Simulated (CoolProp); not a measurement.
The fluid at 167.12 K and 10.9 MPa flows at 2.6 m/s in a round tube of 1 mm bore and 15 µm roughness, fully developed (64/Re and Nu = 3.66 if laminar; Colebrook and Gnielinski if turbulent). The same conditions are run with several fluids, on thermodynamics alone (safety and materials aside).

Model: reference Helmholtz-energy equation of state of each fluid (nitrogen: Span 2000; normal hydrogen: Leachman 2009; oxygen: Schmidt 1985; dry air: Lemmon 2000), in CoolProp. Blends and air are pseudo-pure fits.

```json
[
 {"fluid": "nitrogen", "Reynolds number": "39100", "Darcy friction factor": "0.0449", "pressure drop (Pa/m)": "50000", "heat-transfer coefficient (W/(m² K))": "9290", "mass flow (kg/h)": "2.42"},
 {"fluid": "normal hydrogen", "Reynolds number": "5920", "Darcy friction factor": "0.0504", "pressure drop (Pa/m)": "2480", "heat-transfer coefficient (W/(m² K))": "3510", "mass flow (kg/h)": "0.107"},
 {"fluid": "oxygen", "Reynolds number": "40600", "Darcy friction factor": "0.0448", "pressure drop (Pa/m)": "98900", "heat-transfer coefficient (W/(m² K))": "17200", "mass flow (kg/h)": "4.80"},
 {"fluid": "dry air", "Reynolds number": "40800", "Darcy friction factor": "0.0448", "pressure drop (Pa/m)": "56600", "heat-transfer coefficient (W/(m² K))": "10600", "mass flow (kg/h)": "2.75"}
]
```

Transport values come from each fluid's own correlations.
